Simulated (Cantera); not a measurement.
# Equilibrium for carbothermic reduction: Fe2O3 + C + H2

Charge: 1 mol Fe2O3, a varied amount of C, 0.26 mol H2, held at 18.0 Pa.

Equilibrium computed with Cantera from the NASA thermochemical tables; the gas is ideal and each condensed phase is pure. Candidate condensed phases: C, C6H6, C7H8, C8H18, Fe, Fe(CO)5, FeO, Fe(OH)2, Fe(OH)3, Fe2O3, Fe3O4, H2O; 114 gas species. Iron dissolves carbon and melts from about 1420 K in contact with it, which pure phases cannot show. Mutual solubility and eutectic melting of coexisting phases are not modelled. The tables' stoichiometric FeO is somewhat more stable than real wüstite, so its field is too wide. FeO: taken at fixed stoichiometry. Condensed phases not in the tables: cementite and carbon dissolved in iron. Kinetics and transport are ignored.

Stable condensed phases:

```
T in K \ n(C) in mol
         0.53 0.72 0.99  1.4  1.9  2.5  3.5
   1998     A    A    A    A    A    B    C
   1898     A    A    A    A    A    A    C
   1798     A    A    A    D    D    D    E
   1698     A    A    D    D    D    D    E
   1598     A    A    D    D    D    D    E
   1498     A    A    D    D    D    D    E
   1398     A    A    D    D    D    D    E
   1298     A    A    D    D    D    D    E
   1198     A    A    D    D    D    D    E
   1098     A    A    D    D    D    F    E
    998     A    A    D    D    D    F    E
```

A: FeO; B: gas only; C: C; D: Fe + FeO; E: C + Fe; F: Fe.
